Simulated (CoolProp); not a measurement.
A Linde-Hampson liquefier for dry air: isothermal reversible compression at 250 K from 1 atm to 25 MPa, throttling to 1 atm, return gas leaving the recuperator 2 K below the feed. Each further row changes one setting.

Model: reference Helmholtz-energy equation of state, Lemmon 2000, in CoolProp. It is a pseudo-pure fit of the blend.

```tsv
case	liquid yield per pass	compression work (kJ/kg of gas)
as stated	…	387
high pressure 50 MPa	…	…
warm-end temperature 280 K	…	440
warm-end gap 7 K	…	387
```

Problem. Complete the blanks.

Solution. 
- as stated, liquid yield per pass: 0.150
- high pressure 50 MPa, liquid yield per pass: 0.165
- high pressure 50 MPa, compression work (kJ/kg of gas): 444
- warm-end temperature 280 K, liquid yield per pass: 0.108
- warm-end gap 7 K, liquid yield per pass: 0.138
